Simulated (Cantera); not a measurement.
What does this Cantera script print?

```python
import numpy as np
import cantera as ct

gas_names = [...]  # 109 gases of nasa_gas.yaml made of C, Cl, H, Si
cond_names = """
    C(gr) C6H6(L) C7H8(L) C8H18(L),n-octa Si(cr) Si(L) SiC(b)
""".split()


# ... load() reads the species with a 1 bar reference pressure and builds the phases ...
atoms = {
    '(CH3)2SiCl2': {'C': 2, 'H': 6, 'Si': 1, 'CL': 2},
    'H2': {'H': 2},
}
top_T = {'C(gr)': 4500, 'SiC(b)': 3050}  # K; cautious upper limits of use, not melting points


# ... equilibrate(T, P, feed) seeds the gas with the atoms and calls Mixture.equilibrate('TP', solver="vcs", rtol=1e-11, max_steps=5000) ...
results = []
feed = {'(CH3)2SiCl2': 1, 'H2': 450}  # mol
T = 2150  # K
P = 1333.22  # Pa
mix = equilibrate(T, P, feed)
results.append((T, P, feed, dict(zip(mix.species_names, mix.species_moles))))
print(gas.report(threshold=0.001))
for i in range(1, mix.n_phases):
    print(f"{mix.phase(i).name:16s} {mix.phase_moles(i):12.5e} mol")
```

It prints:

```
       temperature   2150 K
          pressure   1333.2 Pa
           density   0.00016618 kg/m^3
  mean mol. weight   2.2282 kg/kmol
   phase of matter   gas

                          1 kg             1 kmol
                     ---------------   ---------------
          enthalpy        2.9738e+07        6.6262e+07  J
   internal energy        2.1715e+07        4.8386e+07  J
           entropy        1.0229e+05        2.2792e+05  J/K
    Gibbs function       -1.9018e+08       -4.2376e+08  J
 heat capacity c_p             15379             34269  J/K
 heat capacity c_v             11648             25954  J/K

                      mass frac. Y      mole frac. X     chem. pot. / RT
                     ---------------   ---------------   ---------------
    C2H2,acetylene          0.021646         0.0018523           -29.919
                 H          0.016158          0.035718           -12.038
               HCL          0.068485         0.0041856            -41.51
                H2           0.86518           0.95625           -24.076
                Si          0.019484         0.0015458           -8.6811
     [ +104 minor]         0.0090454        0.00044638

C(gr)             2.85530e-02 mol
Si(L)             0.00000e+00 mol
SiC(b)            9.90026e-02 mol
```

Equilibrium computed with Cantera from the NASA thermochemical tables; the gas is ideal and each condensed phase is pure. The feed counts by its element totals alone. The tables' values for SiCl are old estimates; treat these amounts as uncertain. Gases not in the tables: Si2H6 and higher silanes.
